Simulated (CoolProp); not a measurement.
Vapour-liquid equilibrium of R134a (1) + R236FA (2) at 0.845 bar; x and y are mole fractions of (1).

Model: multi-fluid Helmholtz-energy mixture model, Tillner-Roth 1994 and Pan 2012; pair parameters Bell 2016, in CoolProp.

| x | bubble temperature, mixture model (K) | bubble temperature, Raoult's law (K) | y, mixture model | y, Raoult's law |
|---|---|---|---|---|
| 0.05 | 265.5 | 265.4 | 0.123 | 0.130 |
| 0.2 | 260.4 | 260.1 | 0.407 | 0.421 |
| 0.35 | 256.1 | 255.8 | 0.603 | 0.616 |
| 0.5 | 252.4 | 252.2 | 0.743 | 0.753 |
| 0.65 | 249.2 | 249.1 | 0.847 | 0.853 |
| 0.8 | 246.4 | 246.3 | 0.924 | 0.927 |
| 0.95 | 243.9 | 243.9 | 0.984 | 0.984 |

The largest gap from Raoult's law is +0.3 K in bubble temperature, at x = 0.35. No azeotrope shows between x = 0.05 and 0.95.

Pair parameters are fitted to limited data, so mixtures are less certain than the pure fluids.
